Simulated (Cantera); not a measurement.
## Low-pressure radical oxidation in H2/O2

A perfectly stirred reactor is fed with H₂ : O₂ = 0.16 : 1 (molar parts), equivalence ratio 0.080, at 0.00898 atm; it is held at 1448 K, and followed from long to short residence time.

Cantera simulation using the H2/O2 subset of GRI-Mech 3.0, which has no nitrogen chemistry; the numbers are that mechanism's predictions, not measurements. Radical loss at walls, strong at low pressure, is not modelled. The temperature is held fixed by assumption; the heat of reaction is taken as removed at once.

```tsv
τ (s)	x H₂	x O₂	x H₂O₂	x H₂O	x HO₂	x OH	x O
1.9	0.000586	0.843	4.36e-8	0.144	1.27e-6	0.00513	0.00683
0.65	0.00113	0.835	5.78e-8	0.141	1.77e-6	0.00713	0.0134
0.22	0.00208	0.822	7.19e-8	0.135	2.23e-6	0.00958	0.0251
0.077	0.00337	0.803	8.14e-8	0.127	2.52e-6	0.0120	0.0414
0.027	0.00476	0.784	8.54e-8	0.119	2.62e-6	0.0139	0.0578
0.0093	0.00624	0.772	8.76e-8	0.112	2.64e-6	0.0151	0.0679
0.0032	0.00884	0.769	9.26e-8	0.106	2.63e-6	0.0162	0.0698
```
x: mole fraction; the columns are a selection and need not sum to one.
